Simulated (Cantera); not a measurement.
Input: 1 mol CuO, 0.82 mol CH4, 0.62 mol N2, held at 2598 K and 2.00 bar.

Equilibrium computed with Cantera from the NASA thermochemical tables; the gas is ideal and each condensed phase is pure. Kinetics and transport are ignored.

```
species       before     after
----------  --------  --------
H2             0.394     0.269
Cu             0.149     0.227
CO             0.220     0.183
H             0.0169     0.140
H2O           0.0447    0.0320
N2             0.169     0.141
O2           5.69e-7   6.27e-5
O            1.23e-5   0.00129
Cu2          0.00279   6.45e-5
NO           2.07e-5  0.000198
OH          0.000443   0.00384
CuO          1.08e-5   1.72e-5
Cu(l), mol     0.432         0
```
Gas species are given as mole fractions.

What was changed between the two runs?
(A) pressure from 2.00 bar to 0.0200 bar
(B) CH4 from 0.82 to 0.5 mol
(C) CH4 from 0.82 to 2.7 mol
(D) CH4 from 0.82 to 0.39 mol

A, pressure from 2.00 bar to 0.0200 bar
